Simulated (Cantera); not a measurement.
Input (Python, Cantera) and output of one run.

```python
import numpy as np
import cantera as ct

gas_names = """
    CL CL2 H HCL H2 Si SiCL SiCL2 SiCL3 SiCL4 SiH SiHCL3 SiH2 SiH2CL2 SiH3 SiH3CL SiH4 Si2 Si3
""".split()
cond_names = """
    Si(cr) Si(L)
""".split()


# ... load() reads the species with a 1 bar reference pressure and builds the phases ...
atoms = {
    'SiCl4': {'Si': 1, 'CL': 4},
    'HCl': {'H': 1, 'CL': 1},
    'H2': {'H': 2},
}
top_T = {}  # K; cautious upper limits of use, not melting points


# ... equilibrate(T, P, feed) seeds the gas with the atoms and calls Mixture.equilibrate('TP', solver="vcs", rtol=1e-11, max_steps=5000) ...
results = []
T = 1225  # K
P = 100000  # Pa
for m in [0.39, 0.48, 0.6, 0.75, 0.94, 1.2, 1.5, 1.8, 2.3, 2.8, 3.5, 4.4]:
    feed = {'SiCl4': 1, 'HCl': m, 'H2': 1.5}  # mol
    mix = equilibrate(T, P, feed)
    results.append((T, P, feed, dict(zip(mix.species_names, mix.species_moles))))
    x = sorted(zip(gas.X, gas.species_names), reverse=True)
    print(f"T = {T:g} K  P = {P:g} Pa  n(HCl) = {m:g} mol  gas = {mix.phase_moles(0):.4g} mol")
    print("   x: " + "  ".join(f"{s} {v:.3e}" for v, s in x if v > 0.0001))
    print("   condensed (mol): " + ("  ".join(f"{mix.phase(i).name} {mix.phase_moles(i):.4g}"
          for i in range(1, mix.n_phases) if mix.phase_moles(i) > 1e-12) or "none"))
```

Result:

```
T = 1225 K  P = 100000 Pa  n(HCl) = 0.39 mol  gas = 2.904 mol
   x: H2 4.839e-01  SiCL4 3.085e-01  HCL 1.718e-01  SiHCL3 2.711e-02  SiCL3 7.132e-03  SiCL2 1.304e-03  SiH2CL2 3.182e-04
   condensed (mol): none
T = 1225 K  P = 100000 Pa  n(HCl) = 0.48 mol  gas = 2.992 mol
   x: H2 4.734e-01  SiCL4 3.035e-01  HCL 1.924e-01  SiHCL3 2.330e-02  SiCL3 6.196e-03  SiCL2 1.000e-03  SiH2CL2 2.388e-04
   condensed (mol): none
T = 1225 K  P = 100000 Pa  n(HCl) = 0.6 mol  gas = 3.11 mol
   x: H2 4.592e-01  SiCL4 2.960e-01  HCL 2.193e-01  SiHCL3 1.934e-02  SiCL3 5.224e-03  SiCL2 7.289e-04  SiH2CL2 1.688e-04
   condensed (mol): none
T = 1225 K  P = 100000 Pa  n(HCl) = 0.75 mol  gas = 3.259 mol
   x: H2 4.417e-01  SiCL4 2.862e-01  HCL 2.514e-01  SiHCL3 1.569e-02  SiCL3 4.320e-03  SiCL2 5.155e-04  SiH2CL2 1.148e-04
   condensed (mol): none
T = 1225 K  P = 100000 Pa  n(HCl) = 0.94 mol  gas = 3.447 mol
   x: H2 4.205e-01  HCL 2.894e-01  SiCL4 2.737e-01  SiHCL3 1.241e-02  SiCL3 3.501e-03  SiCL2 3.541e-04
   condensed (mol): none
T = 1225 K  P = 100000 Pa  n(HCl) = 1.2 mol  gas = 3.706 mol
   x: H2 3.937e-01  HCL 3.365e-01  SiCL4 2.574e-01  SiHCL3 9.396e-03  SiCL3 2.740e-03  SiCL2 2.307e-04
   condensed (mol): none
T = 1225 K  P = 100000 Pa  n(HCl) = 1.5 mol  gas = 4.005 mol
   x: HCL 3.842e-01  H2 3.661e-01  SiCL4 2.402e-01  SiHCL3 7.142e-03  SiCL3 2.160e-03  SiCL2 1.536e-04
   condensed (mol): none
T = 1225 K  P = 100000 Pa  n(HCl) = 1.8 mol  gas = 4.304 mol
   x: HCL 4.258e-01  H2 3.418e-01  SiCL4 2.248e-01  SiHCL3 5.630e-03  SiCL3 1.762e-03  SiCL2 1.092e-04
   condensed (mol): none
T = 1225 K  P = 100000 Pa  n(HCl) = 2.3 mol  gas = 4.804 mol
   x: HCL 4.843e-01  H2 3.075e-01  SiCL4 2.028e-01  SiHCL3 4.017e-03  SiCL3 1.325e-03
   condensed (mol): none
T = 1225 K  P = 100000 Pa  n(HCl) = 2.8 mol  gas = 5.303 mol
   x: HCL 5.322e-01  H2 2.793e-01  SiCL4 1.845e-01  SiHCL3 3.020e-03  SiCL3 1.046e-03
   condensed (mol): none
T = 1225 K  P = 100000 Pa  n(HCl) = 3.5 mol  gas = 6.003 mol
   x: HCL 5.861e-01  H2 2.473e-01  SiCL4 1.636e-01  SiHCL3 2.154e-03  SiCL3 7.926e-04
   condensed (mol): none
T = 1225 K  P = 100000 Pa  n(HCl) = 4.4 mol  gas = 6.902 mol
   x: HCL 6.396e-01  H2 2.155e-01  SiCL4 1.428e-01  SiHCL3 1.501e-03  SiCL3 5.916e-04
   condensed (mol): none
```

These are equilibrium values from Cantera (NASA tables, ideal gas, pure condensed phases), not measurements of a reactor. The tables' values for SiCl3 are old estimates; treat these amounts as uncertain.
